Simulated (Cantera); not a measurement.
Feed: 1 mol Si3N4, 14 mol O2, at 898 K and 0.000300 bar.

Equilibrium computed with Cantera from the NASA thermochemical tables; the gas is ideal and each condensed phase is pure. Candidate condensed phases: Si, SiO2, Si2N2O, Si3N4; 16 gas species. The numbers say what is thermodynamically allowed, not how fast it happens.

Base state: O2 0.846, N2 0.154 (mole fractions); condensed: SiO2(β-quartz).

Task: What changes in the equilibrium state with this change: Si3N4 replaced by AlN?

Result: 
| species | before | after |
|---|---|---|
| O2 | 0.846 | 0.964 |
| N2 | 0.154 | 0.0364 |
| SiO2(β-quartz), mol | 3.00 | 0 |
| Al2O3(s), mol | 0 | 0.500 |
Further candidate phases: Al, AlN, Al2O3.
